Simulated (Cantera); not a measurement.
**Thermodynamics of oxide etching and cleaning by halides, feed MgO + Cl₂ + O₂**

Feed: 1 mol MgO, 20 mol Cl₂, 2.9 mol O₂, at 14.0 mbar.

Cantera equilibrium calculation (NASA polynomials, part measured and part estimated; ideal gas, pure solids and liquids). Candidate condensed phases: Mg, MgCl₂, MgO; 11 gas species. The numbers say what is thermodynamically allowed, not how fast it happens.

From 900 K to 1150 K the condensed part is MgO(s). At 1200 K nothing is condensed. The main Mg-bearing gas is MgCl₂ throughout. The share of Mg in condensed phases is highest at 900 K (99.8 %) and lowest at 1200 K (0.0 %).

| T (K) | x Cl₂ | x O₂ | x MgCl₂ | x Cl | x ClO | x O | n MgO(s) |
|---|---|---|---|---|---|---|---|
| 900 | 0.873 | 0.127 | 7.42e-5 | 0.000584 | 2.06e-6 | 1.62e-11 | 0.998 |
| 950 | 0.872 | 0.127 | 0.000313 | 0.00140 | 4.22e-6 | 9.56e-11 | 0.993 |
| 1000 | 0.869 | 0.127 | 0.00114 | 0.00306 | 8.02e-6 | 4.73e-10 | 0.974 |
| 1050 | 0.862 | 0.128 | 0.00361 | 0.00622 | 1.44e-5 | 2.02e-9 | 0.917 |
| 1100 | 0.848 | 0.130 | 0.0101 | 0.0118 | 2.44e-5 | 7.61e-9 | 0.765 |
| 1150 | 0.818 | 0.136 | 0.0251 | 0.0210 | 3.98e-5 | 2.59e-8 | 0.413 |
| 1200 | 0.780 | 0.143 | 0.0420 | 0.0353 | 6.20e-5 | 8.00e-8 | 0 |
x: gas mole fraction; n: condensed amount in mol.
